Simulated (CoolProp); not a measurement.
Vapour-liquid equilibrium of C2F6 (R116) (1) + propylene (2) at 268.7 K; x and y are mole fractions of (1).

Model: multi-fluid Helmholtz-energy mixture model, Lemmon 2006 and Lemmon 2013; pair parameters Bell 2016, in CoolProp.

| x | bubble pressure (kPa) | y at the bubble point | dew pressure at overall composition x (kPa) | liquid density (mol/L) |
|---|---|---|---|---|
| 0.05 | 787.4 | 0.343 | 538.4 | 12.81 |
| 0.15 | 1137 | 0.546 | 604.5 | 12.18 |
| 0.25 | 1317 | ? | 687.9 | 11.56 |
| 0.35 | 1415 | 0.651 | 796.3 | 10.97 |
| 0.45 | 1482 | 0.678 | 942.3 | ? |
| 0.55 | 1540 | 0.707 | 1145 | 9.907 |
| 0.65 | 1593 | 0.743 | 1412 | 9.460 |
| 0.75 | ? | 0.792 | 1600 | 9.087 |
| 0.85 | 1662 | 0.857 | 1661 | ? |
| 0.95 | 1656 | 0.945 | 1655 | ? |

Task: Complete the blanks.

Result: 
- 0.25, y at the bubble point: 0.615
- 0.45, liquid density (mol/L): 10.41
- 0.75, bubble pressure (kPa): 1637
- 0.85, liquid density (mol/L): 8.798
- 0.95, liquid density (mol/L): 8.592

y crosses x between x = 0.85 and 0.95: the model has an azeotrope there.

Pair parameters are fitted to limited data, so mixtures are less certain than the pure fluids. With so large a gap from Raoult's law the liquid may split in two, which this calculation doesn't test in full.
